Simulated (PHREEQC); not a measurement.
0.38 g of hydrous ferric oxide (600 m²/g; 0.2 weak and 0.005 strong sites per Fe, Dzombak-Morel constants, diffuse double layer) in 1 kg of water with 0.3 mol/kgw of an inert sodium salt and 7e-05 mol Na2HAsO4 and 6.9e-06 mol ZnCl2, at 25 °C; the pH is set by adding NaOH or the inert anion's acid. Oxygen is held at 0.21 atm. No CO2 enters from the air. Nothing may precipitate in this run.

Base run: PHREEQC, ion-association model, wateq4f.dat. Each further column changes one thing. The table gives Zn sorbed (%).

```csv
pH,base,no electrostatic term (-no_edl),background salt from 0.3 to 0.03 mol/kgw,oxide from 0.38 to 1.9 g/kgw,0.00061 mol/kgw CuCl2 added
4,0.0,0.0,0.0,0.2,0.0
4.5,0.3,0.3,0.4,1.4,0.1
5,2.4,3.1,3.1,10.6,0.1
5.5,16.5,22.8,20.0,[?],[?]
6,58.1,[?],64.5,87.3,1.7
6.5,90.9,95.2,[?],[?],6.0
7.5,99.8,99.9,99.9,100.0,41.8
8,100.0,100.0,100.0,100.0,71.7
8.5,100.0,100.0,100.0,100.0,[?]
9,100.0,100.0,100.0,100.0,94.5
9.5,100.0,99.9,100.0,100.0,[?]
10,100.0,99.0,100.0,100.0,92.6
```

Q: Complete the blanks.

A: 
- 5.5, oxide from 0.38 to 1.9 g/kgw: 48.0
- 5.5, 0.00061 mol/kgw CuCl2 added: 0.5
- 6, no electrostatic term (-no_edl): 70.8
- 6.5, background salt from 0.3 to 0.03 mol/kgw: 93.4
- 6.5, oxide from 0.38 to 1.9 g/kgw: 98.1
- 8.5, 0.00061 mol/kgw CuCl2 added: 90.1
- 9.5, 0.00061 mol/kgw CuCl2 added: 94.2

The database has no arsenate complexes of Zn. In at least one series the solution becomes supersaturated in solids that the run did not let form, among them Cu(OH)2, Atacamite. The database has no arsenate complexes of Cu, Zn. The database's constant for dissolved Cu(OH)2 is higher than later reviews accept.
